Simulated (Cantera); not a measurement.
## Carbon deposition, reforming and gasification: toluene + H2O + H2

Charge: 1 mol toluene, 0.12 mol H2O, 49 mol H2, held at 775 °C and 1.28 Torr.

Equilibrium computed with Cantera from the NASA thermochemical tables; the gas is ideal and each condensed phase is pure. Candidate condensed phases: C, C6H6, C7H8, C8H18, H2O; 110 gas species. Kinetics and transport are ignored.

```yaml
x(H2): 0.998
x(CO): 0.00225
x(CH4): 9.88e-5
n(C(graphite)): 6.87 mol
gas_amount: 53.23 mol
```
